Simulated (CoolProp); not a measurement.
A simple Rankine cycle with methanol: condensing at 321.15 K, boiler at 2.89 MPa, turbine inlet 606.1 K, turbine efficiency 0.8, pump efficiency 0.7, no recuperator. Each further row changes one setting.

Model: reference Helmholtz-energy equation of state, de Reuck 1993, in CoolProp.

```json
[
 {"case": "as stated", "thermal efficiency (%)": "22.7", "net work (kJ/kg)": "(withheld)", "heat in (kJ/kg)": "1630", "turbine exit temperature (K)": "(withheld)", "volume ratio over the turbine": "38.7"},
 {"case": "condensing temperature 313.15 K", "thermal efficiency (%)": "23.9", "net work (kJ/kg)": "395", "heat in (kJ/kg)": "1650", "turbine exit temperature (K)": "374.3", "volume ratio over the turbine": "(withheld)"},
 {"case": "boiler pressure 2.02 MPa", "thermal efficiency (%)": "(withheld)", "net work (kJ/kg)": "(withheld)", "heat in (kJ/kg)": "1640", "turbine exit temperature (K)": "408.2", "volume ratio over the turbine": "(withheld)"},
 {"case": "turbine efficiency 0.7", "thermal efficiency (%)": "19.8", "net work (kJ/kg)": "(withheld)", "heat in (kJ/kg)": "1630", "turbine exit temperature (K)": "418.2", "volume ratio over the turbine": "41.6"}
]
```

Problem. Fill in the missing entries.

Solution. 
- as stated, net work (kJ/kg): 371
- as stated, turbine exit temperature (K): 389.9
- condensing temperature 313.15 K, volume ratio over the turbine: 53.4
- boiler pressure 2.02 MPa, thermal efficiency (%): 21.4
- boiler pressure 2.02 MPa, net work (kJ/kg): 352
- boiler pressure 2.02 MPa, volume ratio over the turbine: 27.8
- turbine efficiency 0.7, net work (kJ/kg): 324
